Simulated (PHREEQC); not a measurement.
PHREEQC input (ion-association model, wateq4f.dat):

```
SOLUTION_SPECIES
  2 NO3- + 12 H+ + 10 e- = N2 + 6 H2O  # shut off: nitrate stays nitrate
    -log_k -100
    -delta_h 0
    -analytic -100
SOLUTION 1
  temp 25
  units mol/kgw
  pH 7 charge
  N(5) 0.0035
  Na 0.0035
  F 3.2e-05
  Se(6) 1.6e-05
SOLUTION 2
  temp 25
  units mol/kgw
  pH 7 charge
  Se(6) 0.0011
  Na 0.00246
  Cl 0.00026
END
SELECTED_OUTPUT 1
  -reset false
  -pH true
  -pe true
  -ionic_strength true
  -water true
  -totals Cl F N Na Se N(5) N(3) N(0) N(-3) Se(-2)
    Se(4) Se(6)
  -molalities H+ Cl- F- NO3- Na+ SeO4-2 NH3 O2 NH4+ OH-
    HF HF2- NO2- H2F2 NaF HSe- H2Se SeO3-2 H2SeO3 HSeO3-
    HSeO4-
  -equilibrium_phases Halite
PRINT
  -reset false
MIX 1
  1 1
  2 0
EQUILIBRIUM_PHASES 1
  Halite 0 0
  O2(g) -0.68 10
END
# ... the last block is repeated for the other 10 points of share of solution B
```

Selected output (columns that matter, 11 of 11 rows; share of solution B added in front):

```
share of solution B	pH	mu	Cl	F	N	Na	Se	m_H+	m_Cl-	m_F-	m_NO3-	m_Na+	m_SeO4-2	m_OH-
0	4.2366	0.0035775	0	3.2e-05	0.0035	0.0035	1.6e-05	6.1561e-05	0	2.9543e-05	0.0035	0.0034999	1.5965e-05	1.8432e-10
0.1	4.2824	0.0035755	2.6e-05	2.88e-05	0.00315	0.003396	0.0001244	5.5394e-05	2.6e-05	2.6792e-05	0.00315	0.003396	0.00012416	2.0483e-10
0.2	4.3337	0.0035736	5.2e-05	2.56e-05	0.0028	0.003292	0.0002328	4.9233e-05	5.2e-05	2.3998e-05	0.0028	0.003292	0.00023239	2.3046e-10
0.3	4.3917	0.0035717	7.8e-05	2.24e-05	0.00245	0.003188	0.0003412	4.3075e-05	7.8e-05	2.1161e-05	0.00245	0.003188	0.00034068	2.634e-10
0.4	4.4586	0.0035699	0.000104	1.92e-05	0.0021	0.003084	0.0004496	3.692e-05	0.000104	1.8279e-05	0.0021	0.003084	0.00044901	3.0731e-10
0.5	4.5378	0.0035681	0.00013	1.6e-05	0.00175	0.00298	0.000558	3.0768e-05	0.00013	1.5352e-05	0.00175	0.00298	0.00055739	3.6875e-10
0.6	4.6347	0.0035664	0.000156	1.28e-05	0.0014	0.002876	0.0006664	2.4617e-05	0.000156	1.2379e-05	0.0014	0.002876	0.00066582	4.6088e-10
0.7	4.7595	0.0035648	0.000182	9.6e-06	0.00105	0.002772	0.0007748	1.8465e-05	0.000182	9.3584e-06	0.00105	0.002772	0.00077429	6.144e-10
0.8	4.9355	0.0035631	0.000208	6.4e-06	0.0007	0.002668	0.0008832	1.2313e-05	0.000208	6.2891e-06	0.0007	0.002668	0.00088281	9.2136e-10
0.9	5.2363	0.0035615	0.000234	3.2e-06	0.00035	0.002564	0.0009916	6.1595e-06	0.000234	3.1701e-06	0.00035	0.002564	0.00099138	1.8418e-09
1	7.0068	0.0035601	0.00026	0	0	0.00246	0.0011	1.0449e-07	0.00026	0	0	0.00246	0.0011	1.0857e-07
```
